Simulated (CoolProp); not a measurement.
Saturation properties of n-perfluorobutane.

Computed with CoolProp (reference Helmholtz-energy equation of state, Gao 2022).

```tsv
T (K)	p (kPa)	liquid density (kg/m³)	vapour density (kg/m³)	enthalpy of vaporisation (kJ/kg)	liquid cp (kJ/(kg K))
248.4	36.63	1675	[?]	104.8	1.076
255.8	52.29	1650	6.028	102.5	1.085
263.2	72.83	1624	8.229	100.2	1.094
270.6	99.21	1598	11.01	97.77	1.104
277.9	132.0	1572	14.44	95.34	1.114
285.3	173.2	1545	18.71	92.79	1.125
292.7	223.5	1517	23.91	90.15	1.136
300.1	284.4	1488	30.22	87.38	1.149
307.5	356.9	1458	37.80	84.48	1.163
314.9	442.6	[?]	46.90	81.40	1.179
322.3	542.9	1394	57.78	[?]	1.197
```

### Question
Some entries are withheld; supply them.

### Answer

- 248.4, vapour density (kg/m³): 4.318
- 314.9, liquid density (kg/m³): 1427
- 322.3, enthalpy of vaporisation (kJ/kg): 78.11

It boils at 271.1 K under 1 atm.
